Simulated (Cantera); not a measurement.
**Ignition delay**

Mixture: C3H8 : O2 : N2 = 1 : 2.78 : 10.4 (molar parts), equivalence ratio 1.8, at 7500 Torr, adiabatic and at constant pressure. Ignition delay is the time to a rise of 400 K.

Cantera simulation using GRI-Mech 3.0 (53 species, 325 reactions); the numbers are that mechanism's predictions, not measurements. GRI-Mech 3.0 was tuned for natural gas; its chemistry of propane as a main component is partial and can be far from experiment.

| T0 (K) | delay (ms) |
|---|---|
| 1175 | 2.84 |
| 1250 | 0.730 |
| 1325 | 0.209 |
| 1400 | 0.0699 |
| 1475 | 0.0275 |
| 1550 | 0.0126 |
| 1625 | 0.00662 |
| 1700 | 0.00391 |
| 1775 | 0.00253 |

```yaml
apparent activation energy between 1625 and 1775 K: 150 kJ/mol
```
